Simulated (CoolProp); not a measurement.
The fluid at 293.15 K and 0.324 MPa flows at 4.4 m/s in a round tube of 10 mm bore and 45 µm roughness, fully developed (64/Re and Nu = 3.66 if laminar; Colebrook and Gnielinski if turbulent). The same conditions are run with several fluids, on thermodynamics alone (safety and materials aside).

Computed with CoolProp (reference Helmholtz-energy equation of state of each fluid (oxygen: Schmidt 1985; CH2F2 (R32): Tillner-Roth 1997; nitrogen: Span 2000; ethane: Bücker 2006; R410A: Lemmon 2003)). Blends and air are pseudo-pure fits.

| fluid | Reynolds number | Darcy friction factor | pressure drop (Pa/m) | heat-transfer coefficient (W/(m² K)) | mass flow (kg/h) |
|---|---|---|---|---|---|
| oxygen | (withheld) | 0.0375 | 155 | 87.3 | 5.30 |
| CH2F2 (R32) | (withheld) | 0.0331 | 232 | (withheld) | 8.99 |
| nitrogen | (withheld) | 0.0375 | 135 | 86.4 | 4.64 |
| ethane | 19500 | 0.0338 | 134 | (withheld) | 5.11 |
| R410A | (withheld) | (withheld) | 314 | 165 | 12.6 |

Problem. Complete the blanks.

Solution. 
- oxygen, Reynolds number: 9230
- CH2F2 (R32), Reynolds number: 24200
- CH2F2 (R32), heat-transfer coefficient (W/(m² K)): 122
- nitrogen, Reynolds number: 9310
- ethane, heat-transfer coefficient (W/(m² K)): 145
- R410A, Reynolds number: 35000
- R410A, Darcy friction factor: 0.0321

Transport values come from each fluid's own correlations; those of CH2F2 (R32) are estimates that may be off by 10 % or more.
